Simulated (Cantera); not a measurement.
A Cantera script and what it prints.

```python
import numpy as np
import cantera as ct

gas_names = """
    C CH CH2 CH3 CH2OH CH3O CH4 CH3OH CO CO2 COOH C2 C2H CHCO,ketyl C2H2,acetylene C2H2,vinylidene
    CH2CO,ketene C2H3,vinyl CH3CO,acetyl C2H4 C2H4O,ethylen CH3CHO,ethanal CH3COOH (HCOOH)2 C2H5 C2H6
    CH3OCH3 C2H5OH C2O C3 C3H3,propargyl C3H4,allene C3H4,propyne C3H4,cyclo- C3H5,allyl C3H6,propylene
    C3H6,cyclo- C3H6O C3H7,n-propyl C3H7,i-propyl C3H8 C3H8O,1propanol C3H8O,2propanol C3O2 C4 C4H2
    C4H4,1,3-cyclo- C4H6,butadiene C4H6,2-butyne C4H6,cyclo- C4H8,1-butene C4H8,cis2-buten
    C4H8,tr2-butene C4H8,isobutene C4H8,cyclo- (CH3COOH)2 C4H9,n-butyl C4H9,i-butyl C4H9,s-butyl
    C4H9,t-butyl C4H10,isobutane C4H10,n-butane C5 C5H6,1,3cyclo- C5H8,cyclo- C5H10,1-pentene
    C5H10,cyclo- C5H11,pentyl C5H11,t-pentyl C5H12,n-pentane C5H12,i-pentane CH3C(CH3)2CH3 C6H2
    C6H5,phenyl C6H5O,phenoxy C6H6 C6H5OH,phenol C6H10,cyclo- C6H12,1-hexene C6H12,cyclo- C6H13,n-hexyl
    C7H7,benzyl C7H8 C7H8O,cresol C7H14,1-heptene C7H15,n-heptyl C7H16,n-heptane C8H8,styrene
    C8H10,ethylbenz C8H16,1-octene C8H17,n-octyl C8H18,isooctane C8H18,n-octane C9H19,n-nonyl
    C10H8,naphthale C10H21,n-decyl C12H9,o-bipheny C12H10,bipheny Fe FeC5O5 FeO Fe(OH)2 H HCO HO2 H2
    HCHO,formaldehy HCOOH H2O H2O2 O OH O2 O3
""".split()
cond_names = """
    C(gr) C6H6(L) C7H8(L) C8H18(L),n-octa Fe(a) Fe(c) Fe(d) Fe(L) FeC5O5(L) FeO(s) FeO(L) Fe(OH)2(s)
    Fe(OH)3(s) Fe2O3(s) Fe3O4(s) H2O(s) H2O(L)
""".split()


def load(file, names, dense=False):
    # The tables refer to 1 bar. Condensed volumes are neglected.
    table = {s.name: s for s in ct.Species.list_from_file(file)}
    out = []
    for n in names:
        d = dict(table[n].input_data)
        d["thermo"] = dict(d["thermo"], **{"reference-pressure": 1e5})
        if dense:
            d["equation-of-state"] = {"model": "constant-volume", "density": "1e6 g/cm^3"}
        out.append(ct.Species.from_dict(d))
    return out


gas = ct.Solution(thermo="ideal-gas", species=load("nasa_gas.yaml", gas_names))
cond = {s.name: ct.Solution(thermo="fixed-stoichiometry", species=[s], name=s.name)
        for s in load("nasa_condensed.yaml", cond_names, dense=True)}
atoms = {
    'Fe3O4': {'Fe': 3, 'O': 4},
    'CH4': {'C': 1, 'H': 4},
    'CO': {'C': 1, 'O': 1},
    'C': {'C': 1},
}
top_T = {'C(gr)': 4500, 'Fe2O3(s)': 1830, 'Fe3O4(s)': 1870}  # K; cautious upper limits of use, not melting points


def equilibrate(T, P, feed):
    n = {}
    for name, mol in feed.items():
        for a, k in atoms[name].items():
            n[a] = n.get(a, 0.0) + k * mol
    gas.TPX = T, P, n
    mass = sum(n.values()) * gas.mean_molecular_weight
    gas.equilibrate("TP")
    valid = [c for c in cond.values() if c.min_temp <= T <= top_T.get(c.name, c.max_temp)]
    mix = ct.Mixture([(gas, mass / gas.mean_molecular_weight)] + [(c, 0.0) for c in valid])
    mix.T, mix.P = T, P
    mix.equilibrate("TP", solver="vcs", rtol=1e-11, max_steps=5000)
    return mix


results = []
feed = {'Fe3O4': 1, 'CH4': 1.7, 'CO': 0.056, 'C': 6}  # mol
P = 970  # Pa
for T in [1525, 1625, 1725, 1825, 1925, 2025, 2125, 2225]:
    mix = equilibrate(T, P, feed)
    results.append((T, P, feed, dict(zip(mix.species_names, mix.species_moles))))

top = {s: max(r[3][s] / sum(r[3][g] for g in gas_names) for r in results) for s in gas_names}
cols = sorted((s for s in top if top[s] > 0.0001), key=lambda s: -top[s])[:5]
seen = [c for c in cond_names if any(r[3].get(c, 0) > 1e-12 for r in results)]
print("log10 of partial pressures in bar; condensed amounts in mol")
print(f"{'T/K':>10s}" + "".join(f"{s[:9]:>10s}" for s in cols + seen))
for T, P, feed, n in results:
    ng = sum(n[g] for g in gas_names)
    print(f"{T:10.4g}" + "".join(f"{np.log10(max(n[s] / ng * P / 1e5, 1e-99)):10.3f}" for s in cols)
          + "".join(f"{n.get(c, 0):10.4g}" for c in seen))
```

It prints:

```
log10 of partial pressures in bar; condensed amounts in mol
       T/K        CO        H2        Fe         H C2H2,acet     C(gr)     Fe(c)     Fe(d)     Fe(L)
      1525    -2.278    -2.354    -6.597    -5.803    -7.272       3.7         3         0         0
      1625    -2.278    -2.355    -5.761    -5.329    -6.804       3.7     2.999         0         0
      1725    -2.278    -2.356    -5.026    -4.909    -6.391     3.699         0     2.993         0
      1825    -2.280    -2.358    -4.378    -4.535    -6.026     3.699         0         0     2.968
      1925    -2.286    -2.366    -3.819    -4.202    -5.705     3.697         0         0     2.881
      2025    -2.303    -2.386    -3.318    -3.909    -5.430     3.694         0         0     2.608
      2125    -2.349    -2.439    -2.867    -3.660    -5.215     3.689         0         0     1.768
      2225    -2.432    -2.536    -2.563    -3.456    -5.068     3.681         0         0         0
```

Cantera equilibrium calculation (NASA polynomials, part measured and part estimated; ideal gas, pure solids and liquids). Iron dissolves carbon and melts from about 1420 K in contact with it, which pure phases cannot show. Condensed phases not in the tables: cementite and carbon dissolved in iron.
